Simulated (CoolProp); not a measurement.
Cyclohexane along the isobar 189 bar: fugacity coefficient from the reference equation and from simpler models built on Tc = 280.5 °C, pc = 40.81 bar, ω = 0.209; each cubic takes its own stable root.

Values from CoolProp's reference Helmholtz-energy equation of state, Zhou 2014.

```json
[
 {"T (°C)": "212.75", "phase": "liquid", "reference": "0.1259", "Redlich-Kwong": "0.1489", "Soave-Redlich-Kwong": "0.1339", "Peng-Robinson": "0.1214"},
 {"T (°C)": "221.75", "phase": "liquid", "reference": "0.1398", "Redlich-Kwong": "0.1629", "Soave-Redlich-Kwong": "0.1489", "Peng-Robinson": "0.1351"},
 {"T (°C)": "230.65", "phase": "liquid", "reference": "0.1543", "Redlich-Kwong": "0.1772", "Soave-Redlich-Kwong": "0.1646", "Peng-Robinson": "0.1493"},
 {"T (°C)": "239.65", "phase": "liquid", "reference": "0.1696", "Redlich-Kwong": "0.1922", "Soave-Redlich-Kwong": "0.1811", "Peng-Robinson": "0.1643"},
 {"T (°C)": "248.55", "phase": "liquid", "reference": "0.1852", "Redlich-Kwong": "0.2073", "Soave-Redlich-Kwong": "0.1982", "Peng-Robinson": "0.1798"},
 {"T (°C)": "257.45", "phase": "liquid", "reference": "0.2015", "Redlich-Kwong": "0.2228", "Soave-Redlich-Kwong": "0.2159", "Peng-Robinson": "0.1959"},
 {"T (°C)": "266.45", "phase": "liquid", "reference": "0.2184", "Redlich-Kwong": "0.2387", "Soave-Redlich-Kwong": "0.2343", "Peng-Robinson": "0.2127"},
 {"T (°C)": "275.35", "phase": "liquid", "reference": "0.2356", "Redlich-Kwong": "0.2547", "Soave-Redlich-Kwong": "0.2531", "Peng-Robinson": "0.2298"},
 {"T (°C)": "284.25", "phase": "supercritical", "reference": "0.2532", "Redlich-Kwong": "0.2710", "Soave-Redlich-Kwong": "0.2723", "Peng-Robinson": "0.2474"},
 {"T (°C)": "293.25", "phase": "supercritical", "reference": "0.2713", "Redlich-Kwong": "0.2876", "Soave-Redlich-Kwong": "0.2921", "Peng-Robinson": "0.2655"},
 {"T (°C)": "302.15", "phase": "supercritical", "reference": "0.2894", "Redlich-Kwong": "0.3041", "Soave-Redlich-Kwong": "0.3120", "Peng-Robinson": "0.2837"},
 {"T (°C)": "311.15", "phase": "supercritical", "reference": "0.3080", "Redlich-Kwong": "0.3209", "Soave-Redlich-Kwong": "0.3324", "Peng-Robinson": "0.3024"},
 {"T (°C)": "320.05", "phase": "supercritical", "reference": "0.3265", "Redlich-Kwong": "0.3376", "Soave-Redlich-Kwong": "0.3527", "Peng-Robinson": "0.3211"},
 {"T (°C)": "328.95", "phase": "supercritical", "reference": "0.3452", "Redlich-Kwong": "0.3542", "Soave-Redlich-Kwong": "0.3731", "Peng-Robinson": "0.3399"},
 {"T (°C)": "337.95", "phase": "supercritical", "reference": "0.3640", "Redlich-Kwong": "0.3710", "Soave-Redlich-Kwong": "0.3939", "Peng-Robinson": "0.3589"},
 {"T (°C)": "346.85", "phase": "supercritical", "reference": "0.3827", "Redlich-Kwong": "0.3876", "Soave-Redlich-Kwong": "0.4144", "Peng-Robinson": "0.3778"}
]
```
